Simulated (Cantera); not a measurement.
**Thermodynamics of abatement and gas-phase synthesis, feed CO2 + H2**

Charge: 1 mol CO2, 1.4 mol H2, held at 3027 °C.

Equilibrium computed with Cantera from the NASA thermochemical tables; the gas is ideal and each condensed phase is pure. Candidate condensed phases: C, C6H6, C7H8, C8H18, H2O; 110 gas species. The ideal-gas law is rough above about 30 bar. The tables' values for COOH are old estimates; treat these amounts as uncertain. The numbers say what is thermodynamically allowed, not how fast it happens.

From 10.0 Pa to 3.00e7 Pa nothing is condensed. The main C-bearing gas is CO throughout.

| P (Pa) | x H | x CO | x H2O | x H2 | x O | x OH | x CO2 | x O2 |
|---|---|---|---|---|---|---|---|---|
| 10 | 0.583 | 0.208 | 1.64e-7 | 0.000255 | 0.208 | 0.000153 | 1.68e-5 | 5.20e-5 |
| 65 | 0.581 | 0.209 | 6.83e-6 | 0.00164 | 0.207 | 0.000988 | 0.000109 | 0.000335 |
| 420 | 0.568 | 0.212 | 0.000265 | 0.0101 | 0.201 | 0.00606 | 0.000693 | 0.00204 |
| 2700 | 0.501 | 0.227 | 0.00725 | 0.0508 | 0.171 | 0.0293 | 0.00406 | 0.00950 |
| 17000 | 0.327 | 0.270 | 0.0685 | 0.136 | 0.0961 | 0.0674 | 0.0171 | 0.0188 |
| 110000 | 0.152 | 0.314 | 0.196 | 0.192 | 0.0301 | 0.0638 | 0.0403 | 0.0120 |
| 720000 | 0.0628 | 0.335 | 0.288 | 0.213 | 0.00610 | 0.0348 | 0.0571 | 0.00321 |
| 4700000 | 0.0252 | 0.344 | 0.327 | 0.223 | 0.00101 | 0.0151 | 0.0633 | 0.000575 |
| 30000000 | 0.0101 | 0.348 | 0.341 | 0.229 | 0.000161 | 0.00616 | 0.0652 | 9.36e-5 |
x: gas mole fraction; nothing condenses.
